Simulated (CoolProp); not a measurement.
R507A along the isotherm -17.75 °C: fugacity coefficient from the reference equation and from simpler models built on Tc = 70.6 °C, pc = 3.705 MPa, ω = 0.286; each cubic takes its own stable root.

Values from CoolProp's reference Helmholtz-energy equation of state, Lemmon 2003. It is a pseudo-pure fit of the blend.

```json
[
 {"p (MPa)": "0.0293", "phase": "gas", "reference": "0.9916"},
 {"p (MPa)": "0.0667", "phase": "gas", "reference": "0.9810"},
 {"p (MPa)": "0.152", "phase": "gas", "reference": "0.9569"},
 {"p (MPa)": "0.786", "phase": "liquid", "reference": "0.3997"},
 {"p (MPa)": "1.79", "phase": "liquid", "reference": "0.1823"},
 {"p (MPa)": "4.07", "phase": "liquid", "reference": "0.08741"},
 {"p (MPa)": "9.26", "phase": "liquid", "reference": "0.04662"}
]
```

### Question
How far does each simpler model (van der Waals, Redlich-Kwong, Soave-Redlich-Kwong, Peng-Robinson) lie from the reference over these 7 states: mean and median of the absolute difference, and the worst?

### Answer
- van der Waals: mean 100.9 %, median 118.5 %, worst +226.9 % at -17.75 °C and 9.26 MPa
- Redlich-Kwong: mean 31.2 %, median 50.6 %, worst +59.9 % at -17.75 °C and 9.26 MPa
- Soave-Redlich-Kwong: mean 2.7 %, median 2.6 %, worst +7.3 % at -17.75 °C and 9.26 MPa
- Peng-Robinson: mean 0.8 %, median 1.1 %, worst +1.4 % at -17.75 °C and 9.26 MPa

At some of these states van der Waals gives the other phase, because its saturation line lies elsewhere.
